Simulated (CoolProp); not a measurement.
Computed with CoolProp (reference Helmholtz-energy equation of state, Lemmon 2005). It is a short technical equation, of lower accuracy than the large ones.

Problem. For cis-2-butene, give the phase and the cp (kJ/(kg K)), cv (kJ/(kg K)), isothermal compressibility (1/MPa), expansivity (1/kK) at 450.8 K and 4.97 MPa; 207 K and 0.226 MPa.

Solution. 
- 450.8 K and 4.97 MPa: supercritical; cp 7.60, cv 2.19, isothermal compressibility 0.885, expansivity 43.9
- 207 K and 0.226 MPa: liquid; cp 1.99, cv 1.34, isothermal compressibility 0.000930, expansivity 1.44
